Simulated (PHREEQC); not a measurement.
Consider water at 25 °C with 0.68 mmol/kgw Ca(HCO3)2, 0.048 mmol/kgw CO2 and 50 mmol/kgw NaCl. Closed to the air; pH follows from the charge balance.

Model: ion-association model, phreeqc.dat, run in PHREEQC.

Problem. The ionic strength comes out as 0.0520 mol/kgw. What activity coefficients do Cl-, Na+, CO3-2, NaCO3-, Ca+2 get?

Solution. Cl- 0.81, Na+ 0.82, CO3-2 0.47, NaCO3- 0.82, Ca+2 0.47.

This is a speciation only: nothing precipitates in the calculation. Complexes and solids missing from the database can't appear.
